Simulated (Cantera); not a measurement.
Feed: 1 mol Fe(CO)₅, 12 mol N₂, held at 652 °C and 1.00 bar.

Method: chemical equilibrium by Gibbs-energy minimisation in Cantera with the NASA 1993 tables (ideal gas, pure condensed phases). Candidate condensed phases: C, Fe, Fe(CO)₅, FeO, Fe₂O₃, Fe₃O₄; 27 gas species. The tables' stoichiometric FeO is somewhat more stable than real wüstite, so its field is too wide. FeO: taken at fixed stoichiometry. Kinetics and transport are ignored.

Base state: N₂ 0.796, CO 0.143, CO₂ 0.0613 (mole fractions); condensed: C(graphite) + FeO(s).

Problem. What changes in the equilibrium state with this change: 0.15 mol NH₃ added?

Solution. 
```json
[
 {"species": "N₂", "before": "0.796", "after": "0.786"},
 {"species": "CO", "before": "0.143", "after": "0.140"},
 {"species": "CO₂", "before": "0.0613", "after": "0.0590"},
 {"species": "H₂", "before": "0", "after": "0.0121"},
 {"species": "H₂O", "before": "0", "after": "0.00251"},
 {"species": "CH₄", "before": "0", "after": "3.31e-5"},
 {"species": "C(graphite), mol", "before": "1.92", "after": "1.94"},
 {"species": "FeO(s), mol", "before": "1.00", "after": "1.00"}
]
```
Further candidate phases: C₆H₆, C₇H₈, C₈H₁₈, Fe(OH)₂, Fe(OH)₃, H₂O.

Problem. What changes in the equilibrium state with this change: N₂ from 12 to 0.98 mol?

Solution. 
```csv
species,before,after
CO₂,0.0613,0.376
CO,0.143,0.354
N₂,0.796,0.271
"C(graphite), mol",1.92,2.36
"FeO(s), mol",1.00,1.00
```
